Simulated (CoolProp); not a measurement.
Vapour-liquid equilibrium of acetone (1) + n-dodecane (2) at 0.211 MPa; x and y are mole fractions of (1).

Computed with CoolProp (multi-fluid Helmholtz-energy mixture model, Lemmon 2006 and Lemmon 2004; pair parameters Bell 2016).

| x | bubble temperature (K) | y at the bubble point | dew temperature at overall composition x (K) | liquid density (mol/L) |
|---|---|---|---|---|
| 0.05 | ___ | 0.546 | 520.2 | ___ |
| 0.15 | 423.1 | 0.931 | 514.5 | 4.282 |
| 0.25 | 390.5 | 0.982 | 508.5 | 4.841 |
| 0.35 | 374.9 | 0.992 | 501.9 | 5.383 |
| 0.45 | ___ | 0.995 | 494.6 | 5.963 |
| 0.55 | 363.8 | 0.996 | 486.2 | 6.624 |
| 0.65 | ___ | 0.996 | 476.3 | 7.411 |
| 0.75 | 359.7 | ___ | 463.8 | 8.387 |
| 0.85 | 357.3 | 0.998 | 446.4 | 9.644 |
| 0.95 | 354.2 | 0.999 | 414.4 | 11.33 |

Fill in the missing entries.


- 0.05, bubble temperature (K): 486.6
- 0.05, liquid density (mol/L): 3.629
- 0.45, bubble temperature (K): 367.4
- 0.65, bubble temperature (K): 361.6
- 0.75, y at the bubble point: 0.997

No azeotrope shows between x = 0.05 and 0.95.

Pair parameters are fitted to limited data, so mixtures are less certain than the pure fluids. The gap from Raoult's law changes sign with composition, which may be real or a fault of the pair parameters; it wasn't checked against measurements.
